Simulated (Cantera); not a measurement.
What does this Cantera script print?

```python
import numpy as np
import cantera as ct

gas_names = """
    B BCL BCLF BCL2 BCL3 BF BF2 BF3 BN BO BOCL BOF BOF2 BO2 B2 B2O B2O2 B2O3 B3O3CL3 B3O3F3 CL CLF CLF3
    CLO CL2 F FO FO2 F2 F2O N NF NF2 NF3 NO NO2 NO3 N2 N2O O O2 O3
""".split()
cond_names = """
    B(b) B(L) BN(s) B2O3(L)
""".split()


# ... load() reads the species with a 1 bar reference pressure and builds the phases ...
atoms = {
    'B2O3': {'B': 2, 'O': 3},
    'NF3': {'N': 1, 'F': 3},
    'BCl3': {'B': 1, 'CL': 3},
}
top_T = {'BN(s)': 3200}  # K; cautious upper limits of use, not melting points


# ... equilibrate(T, P, feed) seeds the gas with the atoms and calls Mixture.equilibrate('TP', solver="vcs", rtol=1e-11, max_steps=5000) ...
results = []
feed = {'B2O3': 1, 'NF3': 2.5, 'BCl3': 0.94}  # mol
P = 120  # Pa
for T in [1223, 1323, 1423, 1523, 1623, 1723, 1823, 1923]:
    mix = equilibrate(T, P, feed)
    results.append((T, P, feed, dict(zip(mix.species_names, mix.species_moles))))

top = {s: max(r[3][s] / sum(r[3][g] for g in gas_names) for r in results) for s in gas_names}
cols = sorted((s for s in top if top[s] > 1e-06), key=lambda s: -top[s])[:7]
seen = [c for c in cond_names if any(r[3].get(c, 0) > 1e-12 for r in results)]
print("log10 of partial pressures in bar; condensed amounts in mol")
print(f"{'T/K':>10s}" + "".join(f"{s[:9]:>10s}" for s in cols + seen))
for T, P, feed, n in results:
    ng = sum(n[g] for g in gas_names)
    print(f"{T:10.4g}" + "".join(f"{np.log10(max(n[s] / ng * P / 1e5, 1e-99)):10.3f}" for s in cols)
          + "".join(f"{n.get(c, 0):10.4g}" for c in seen))
```

Output:

```
log10 of partial pressures in bar; condensed amounts in mol
       T/K        CL       BF3        N2        O2       CL2       BOF         F
      1223    -4.072    -3.405    -3.666    -3.695    -3.697    -4.007   -10.324
      1323    -3.744    -3.427    -3.689    -3.717    -3.851    -3.967    -9.228
      1423    -3.536    -3.450    -3.711    -3.740    -4.131    -3.988    -8.260
      1523    -3.437    -3.465    -3.727    -3.756    -4.539    -4.004    -7.417
      1623    -3.401    -3.472    -3.734    -3.764    -5.001    -4.010    -6.677
      1723    -3.390    -3.475    -3.737    -3.768    -5.451    -4.011    -6.022
      1823    -3.387    -3.479    -3.740    -3.774    -5.866    -4.007    -5.442
      1923    -3.388    -3.487    -3.744    -3.786    -6.247    -3.993    -4.932
```

Method: chemical equilibrium by Gibbs-energy minimisation in Cantera with the NASA 1993 tables (ideal gas, pure condensed phases). The tables' values for BF2, BOCl are old estimates; treat these amounts as uncertain.
